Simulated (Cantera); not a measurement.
# Equilibrium for chemical vapour transport: Fe3O4 + HCl + N2

Charge: 1 mol Fe3O4, 0.057 mol HCl, 7 mol N2, held at 0.480 bar.

Method: chemical equilibrium by Gibbs-energy minimisation in Cantera with the NASA 1993 tables (ideal gas, pure condensed phases). Candidate condensed phases: Fe, FeCl2, FeCl3, FeO, Fe(OH)2, Fe(OH)3, Fe2O3, Fe3O4, H2O, NH4Cl; 37 gas species. Mutual solubility and eutectic melting of coexisting phases are not modelled. Condensed phases not in the tables: FeOCl. Equilibrium is a limit: real reactors are often held back by kinetics, nucleation or transport.

```json
[
 {"T (°C)": "575", "x N2": "0.992", "x HCl": "0.00774", "x H2O": "0.000167", "x FeCl2": "0.000120", "x Cl": "4.46e-9", "x O2": "<1e-12", "x NO": "<1e-12", "n Fe2O3(s)": "0.000767", "n Fe3O4(s)": "0.999"},
 {"T (°C)": "625", "x N2": "0.992", "x HCl": "0.00764", "x H2O": "0.000217", "x FeCl2": "0.000168", "x Cl": "2.13e-8", "x O2": "<1e-12", "x NO": "6.67e-12", "n Fe2O3(s)": "0.00109", "n Fe3O4(s)": "0.999"},
 {"T (°C)": "675", "x N2": "0.992", "x HCl": "0.00753", "x H2O": "0.000273", "x FeCl2": "0.000224", "x Cl": "8.59e-8", "x O2": "2.83e-12", "x NO": "7.05e-11", "n Fe2O3(s)": "0.00148", "n Fe3O4(s)": "0.998"},
 {"T (°C)": "725", "x N2": "0.992", "x HCl": "0.00741", "x H2O": "0.000336", "x FeCl2": "0.000287", "x Cl": "2.99e-7", "x O2": "6.03e-11", "x NO": "5.82e-10", "n Fe2O3(s)": "0.00191", "n Fe3O4(s)": "0.998"},
 {"T (°C)": "775", "x N2": "0.992", "x HCl": "0.00727", "x H2O": "0.000405", "x FeCl2": "0.000357", "x Cl": "9.16e-7", "x O2": "9.42e-10", "x NO": "3.89e-9", "n Fe2O3(s)": "0.00239", "n Fe3O4(s)": "0.997"},
 {"T (°C)": "825", "x N2": "0.992", "x HCl": "0.00712", "x H2O": "0.000479", "x FeCl2": "0.000430", "x Cl": "2.52e-6", "x O2": "1.13e-8", "x NO": "2.17e-8", "n Fe2O3(s)": "0.00288", "n Fe3O4(s)": "0.997"},
 {"T (°C)": "875", "x N2": "0.992", "x HCl": "0.00696", "x H2O": "0.000557", "x FeCl2": "0.000507", "x Cl": "6.33e-6", "x O2": "1.08e-7", "x NO": "1.04e-7", "n Fe2O3(s)": "0.00335", "n Fe3O4(s)": "0.997"},
 {"T (°C)": "925", "x N2": "0.992", "x HCl": "0.00680", "x H2O": "0.000638", "x FeCl2": "0.000584", "x Cl": "1.47e-5", "x O2": "8.50e-7", "x NO": "4.35e-7", "n Fe2O3(s)": "0.00372", "n Fe3O4(s)": "0.996"},
 {"T (°C)": "975", "x N2": "0.992", "x HCl": "0.00663", "x H2O": "0.000723", "x FeCl2": "0.000660", "x Cl": "3.16e-5", "x O2": "5.64e-6", "x NO": "1.62e-6", "n Fe2O3(s)": "0.00378", "n Fe3O4(s)": "0.996"},
 {"T (°C)": "1025", "x N2": "0.992", "x HCl": "0.00645", "x H2O": "0.000812", "x FeCl2": "0.000730", "x Cl": "6.41e-5", "x O2": "3.22e-5", "x NO": "5.43e-6", "n Fe2O3(s)": "0.00262", "n Fe3O4(s)": "0.996"},
 {"T (°C)": "1075", "x N2": "0.992", "x HCl": "0.00622", "x H2O": "0.000928", "x FeCl2": "0.000829", "x Cl": "0.000105", "x O2": "9.61e-5", "x NO": "1.28e-5", "n Fe2O3(s)": "0", "n Fe3O4(s)": "0.998"},
 {"T (°C)": "1125", "x N2": "0.992", "x HCl": "0.00590", "x H2O": "0.00109", "x FeCl2": "0.000991", "x Cl": "0.000131", "x O2": "0.000116", "x NO": "1.89e-5", "n Fe2O3(s)": "0", "n Fe3O4(s)": "0.998"},
 {"T (°C)": "1175", "x N2": "0.992", "x HCl": "0.00556", "x H2O": "0.00126", "x FeCl2": "0.00116", "x Cl": "0.000159", "x O2": "0.000135", "x NO": "2.67e-5", "n Fe2O3(s)": "0", "n Fe3O4(s)": "0.997"},
 {"T (°C)": "1225", "x N2": "0.992", "x HCl": "0.00521", "x H2O": "0.00143", "x FeCl2": "0.00132", "x Cl": "0.000188", "x O2": "0.000152", "x NO": "3.65e-5", "n Fe2O3(s)": "0", "n Fe3O4(s)": "0.997"}
]
```
x: gas mole fraction; n: condensed amount in mol.

From 575 °C to 1025 °C the condensed part is Fe2O3(s) + Fe3O4(s). From 1075 °C to 1225 °C the condensed part is Fe3O4(s). The main Fe-bearing gas is FeCl2 throughout.
